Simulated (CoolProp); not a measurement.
The fluid at 326.37 K and 4.29 MPa expands adiabatically to 0.563 MPa with isentropic efficiency 0.9. The same conditions are run with several fluids, on thermodynamics alone (safety and materials aside).

Model: reference Helmholtz-energy equation of state of each fluid (C2F6 (R116): Lemmon 2006; carbon monoxide: Lemmon 2006; nitrogen: Span 2000; normal hydrogen: Leachman 2009; R13: Platzer 1990), in CoolProp. The equations of Platzer and Polt are older, rougher fits.

```csv
fluid,work (kJ/kg),final temperature (K),final density (kg/m³)
C2F6 (R116),23.8,258.3,?
carbon monoxide,132,194.4,9.92
nitrogen,132,194.7,?
normal hydrogen,1880,?,0.700
R13,?,232.7,35.0
```

Complete the blanks.


- C2F6 (R116), final density (kg/m³): 40.3
- nitrogen, final density (kg/m³): 9.87
- normal hydrogen, final temperature (K): 194.3
- R13, work (kJ/kg): 29.7
